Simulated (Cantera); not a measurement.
An isothermal, constant-pressure homogeneous reactor starts with 21.7 % N₂O, 78.3 % N₂, at 1050 K and 100000 Pa.

Detailed kinetics in Cantera: GRI-Mech 3.0 (53 species, 325 reactions). GRI-Mech 3.0 was tuned for natural gas; its chemistry of N2O as a main component is partial and can be far from experiment. The mechanism lacks the step 2 NO + O2 → 2 NO2, which can matter for NO2 below about 1400 K. The temperature is held fixed by assumption; the heat of reaction is taken as removed at once.

Problem. Predict: x(N₂O) at 10.0 s; x(NO) at 10.0 s; x(O₂) at 10.0 s; x(N₂) at 10.0 s; x(NO₂) at 10.0 s; x(O) at 10.0 s.

Solution. 
* **x(N₂O) at 10.0 s**: 0.172 (gas-phase equilibrium 3.25e-9)
* **x(NO) at 10.0 s**: 0.00204 (gas-phase equilibrium 3.88e-5)
* **x(O₂) at 10.0 s**: 0.0194 (gas-phase equilibrium 0.0980)
* **x(N₂) at 10.0 s**: 0.806 (gas-phase equilibrium 0.902)
* **x(NO₂) at 10.0 s**: 3.06e-5 (gas-phase equilibrium 1.02e-6)
* **x(O) at 10.0 s**: 9.81e-8 (gas-phase equilibrium 2.11e-10)
